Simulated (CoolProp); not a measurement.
Ethanol along the isotherm 377.2 K: density (kg/m³) from the reference equation and from simpler models built on Tc = 514.7 K, pc = 6.268 MPa, ω = 0.644; each cubic takes its own stable root.

Values from CoolProp's reference Helmholtz-energy equation of state, Schroeder 2014.

```tsv
p (MPa)	phase	reference	van der Waals	Redlich-Kwong	Soave-Redlich-Kwong	Peng-Robinson
0.0991	gas	1.489	1.470	1.475	1.480	1.481
0.188	gas	[?]	2.814	[?]	2.853	2.857
0.356	liquid	709.7	5.425	5.493	595.1	672.6
0.675	liquid	710.2	10.67	10.95	595.5	673.0
1.28	liquid	[?]	22.00	539.4	596.3	673.8
2.43	liquid	712.9	376.6	542.4	597.7	675.2
4.6	liquid	[?]	383.1	547.7	600.3	677.7
8.72	liquid	721.9	393.1	556.8	605.0	682.3
16.5	liquid	[?]	407.1	571.2	613.0	690.1
31.3	liquid	747.5	[?]	592.2	625.7	702.6
```

Question: Some entries are withheld; supply them.

Answer: 
- 0.188, reference: 2.886
- 0.188, Redlich-Kwong: 2.832
- 1.28, reference: 711.1
- 4.6, reference: 716.1
- 16.5, reference: 731.6
- 31.3, van der Waals: 425.2

At some of these states van der Waals, Redlich-Kwong gives the other phase, because its saturation line lies elsewhere.
